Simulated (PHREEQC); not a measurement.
**Acid rinse or clean**

A solution holds 77 mmol/kgw H2SO4, 0.038 mmol/kgw ZnSO4 and 4.7 mmol/kgw KCl, at 20 °C. Closed to the air; pH follows from the charge balance.

Computed with PHREEQC (ion-association model, wateq4f.dat).

Precipitation was switched off in this run.

Problem. Estimate the pH, ionic strength.

Solution. pH 1.11; ionic strength 0.119 mol/kgw.

Problem. In which forms is K present?

Solution. K+ 96 %, KSO4- 3.9 % of the K.

Complexes and solids missing from the database can't appear.
